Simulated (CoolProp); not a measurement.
Vapour pressure (MPa) of n-butane: the reference equation beside estimates from Tc = 425.1 K, pc = 3.796 MPa, ω = 0.201. Clausius-Clapeyron is anchored at 337.5 K with a constant enthalpy of vaporisation of 18.34 kJ/mol.

Values from CoolProp's reference Helmholtz-energy equation of state, Bücker 2006.

```tsv
T (K)	reference	Lee-Kesler	Clausius-Clapeyron	van der Waals	Soave-Redlich-Kwong	Peng-Robinson
298	0.2422	0.2422	0.2981	0.7663	0.2421	[?]
311.2	0.3583	0.3597	0.4081	[?]	0.3598	0.3572
324.3	0.5108	0.5138	0.5433	1.163	0.5149	0.5098
337.5	0.7089	0.7136	0.7089	1.404	0.7170	0.7086
350.7	0.9589	0.9650	0.9066	[?]	0.9725	[?]
363.8	[?]	1.273	1.137	[?]	1.287	[?]
377	1.644	1.651	1.406	2.305	1.672	1.653
390.2	2.099	2.107	1.714	2.669	2.135	2.115
```

Task: What belongs in the gaps?

Result: 
- 298, Peng-Robinson: 0.2413
- 311.2, van der Waals: 0.9523
- 350.7, van der Waals: 1.675
- 350.7, Peng-Robinson: 0.9605
- 363.8, reference: 1.266
- 363.8, van der Waals: 1.973
- 363.8, Peng-Robinson: 1.271

Absolute difference from the reference over all 8 rows, mean and median: Lee-Kesler 0.5 and 0.5 %, Clausius-Clapeyron 11.5 and 12.0 %, van der Waals 100.7 and 86.4 %, Soave-Redlich-Kwong 1.1 and 1.3 %, Peng-Robinson 0.3 and 0.3 %.
